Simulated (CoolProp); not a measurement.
Aqueous propylene glycol as a coolant, 48 % by mass, freezing at -29.5 °C, 1 atm.

Model: Melinder's fits for secondary coolants, in CoolProp.

```
T (°C)  viscosity (mPa s)  density (kg/m³)  cp (kJ/(kg K))  conductivity (W/(m K))
------  -----------------  ---------------  --------------  ----------------------
-24.6                 113             1060           3.400                   0.345
-17.4                61.0             1058           3.427                   0.349
-10.2                34.9             1054           3.454                   0.352
-3                   21.2             1051           3.481                   0.356
4.3                  13.4             1047           3.509                     [?]
11.5                 9.00             1043           3.535                   0.363
18.7                  [?]             1039           3.562                   0.367
25.9                  [?]             1034           3.589                     [?]
33.1                  [?]             1029           3.616                   0.374
```

Question: Fill in the missing entries.

Answer: 
- 4.3, conductivity (W/(m K)): 0.359
- 18.7, viscosity (mPa s): 6.30
- 25.9, viscosity (mPa s): 4.60
- 25.9, conductivity (W/(m K)): 0.370
- 33.1, viscosity (mPa s): 3.47
